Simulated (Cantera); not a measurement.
Cantera run:

```python
import numpy as np
import cantera as ct

gas_names = """
    Fe FeO Fe(OH)2 H HO2 H2 H2O H2O2 O OH O2 O3
""".split()
cond_names = """
    Fe(a) Fe(c) Fe(d) Fe(L) FeO(s) FeO(L) Fe(OH)2(s) Fe(OH)3(s) Fe2O3(s) Fe3O4(s) H2O(s) H2O(L)
""".split()


# ... load() reads the species with a 1 bar reference pressure and builds the phases ...
atoms = {
    'Fe2O3': {'Fe': 2, 'O': 3},
    'H2O': {'H': 2, 'O': 1},
    'H2': {'H': 2},
}
top_T = {'Fe2O3(s)': 1830, 'Fe3O4(s)': 1870}  # K; cautious upper limits of use, not melting points


# ... equilibrate(T, P, feed) seeds the gas with the atoms and calls Mixture.equilibrate('TP', solver="vcs", rtol=1e-11, max_steps=5000) ...
results = []
feed = {'Fe2O3': 1, 'H2O': 1.5, 'H2': 5.7}  # mol
T = 1575  # K
P = 10000  # Pa
mix = equilibrate(T, P, feed)
results.append((T, P, feed, dict(zip(mix.species_names, mix.species_moles))))
x = sorted(zip(gas.X, gas.species_names), reverse=True)
print(f"T = {T:g} K  P = {P:g} Pa  gas = {mix.phase_moles(0):.4g} mol")
print("   x: " + "  ".join(f"{s} {v:.3e}" for v, s in x if v > 0.0001))
print("   condensed (mol): " + ("  ".join(f"{mix.phase(i).name} {mix.phase_moles(i):.4g}"
      for i in range(1, mix.n_phases) if mix.phase_moles(i) > 1e-12) or "none"))
```

Output:

```
T = 1575 K  P = 10000 Pa  gas = 7.2 mol
   x: H2 6.527e-01  H2O 3.472e-01  H 1.062e-04
   condensed (mol): FeO(s) 2
```

Method: chemical equilibrium by Gibbs-energy minimisation in Cantera with the NASA 1993 tables (ideal gas, pure condensed phases). The tables' stoichiometric FeO is somewhat more stable than real wüstite, so its field is too wide. FeO: taken at fixed stoichiometry.
